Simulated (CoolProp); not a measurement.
R365MFC along the isobar 15100 kPa: fugacity coefficient from the reference equation and from simpler models built on Tc = 186.9 °C, pc = 3266 kPa, ω = 0.377; each cubic takes its own stable root.

Computed with CoolProp (reference Helmholtz-energy equation of state, Lemmon 2016).

```tsv
T (°C)	phase	reference
6.85	liquid	0.003482
21.55	liquid	0.006462
36.15	liquid	0.01110
50.85	liquid	0.01795
65.55	liquid	0.02751
80.15	liquid	0.04011
94.85	liquid	0.05629
109.55	liquid	0.07622
124.15	liquid	0.09982
138.85	liquid	0.1274
153.55	liquid	0.1585
168.15	liquid	0.1927
182.85	liquid	0.2299
197.55	supercritical	0.2694
212.15	supercritical	0.3103
226.85	supercritical	0.3525
```

### Question
How far does each simpler model (van der Waals, Redlich-Kwong) lie from the reference over these 16 states: mean and median of the absolute difference, and the worst?

### Answer
- van der Waals: mean 328.8 %, median 133.0 %, worst +1609.9 % at 6.85 °C and 15100 kPa
- Redlich-Kwong: mean 66.4 %, median 42.7 %, worst +224.0 % at 6.85 °C and 15100 kPa
